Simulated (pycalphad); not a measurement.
Computed with pycalphad from the COST 507 light-alloy database (1999), at 1 atm. These are 1990s assessments: newer ones move some temperatures and phases. Diffusion is slow at the low end, where real alloys seldom reach equilibrium.

Molar enthalpy of Si-35.55Ti (at.%) in equilibrium (SER reference):

```csv
T (°C),H (kJ/mol),phases
2327,51.95,liquid
2207,47.87,liquid
2087,43.79,liquid
1967,39.72,liquid
1847,35.64,liquid
1727,31.56,liquid
1607,27.48,liquid
1527,24.78,liquid
1487,23.43,liquid
1447,-20.37,SI2TI + SITI
1407,-21.69,SI2TI + SITI
1367,-23.00,SI2TI + SITI
1247,-26.88,SI2TI + SITI
1127,-30.67,SI2TI + SITI
1007,-34.37,SI2TI + SITI
887,-37.97,SI2TI + SITI
767,-41.49,SI2TI + SITI
647,-44.91,SI2TI + SITI
527,-48.24,SI2TI + SITI
407,-51.47,SI2TI + SITI
287,-54.60,SI2TI + SITI
```

Cooling from 1487 °C to 1447 °C, across the freezing range, releases 43.8 kJ/mol, or 1250 J/g. The slope is 34 J/(mol K) in the liquid and 33 J/(mol K) just below the solidus, where it includes any heat of precipitation. Liquidus 1479 °C, solidus 1474 °C. Changes were sought between steps of 40 K, so a narrower field can be missed.

Database names, with the compositions (at.%) that they take in these runs: SI2TI: Si 67 Ti 33; SITI: Si 50 Ti 50.
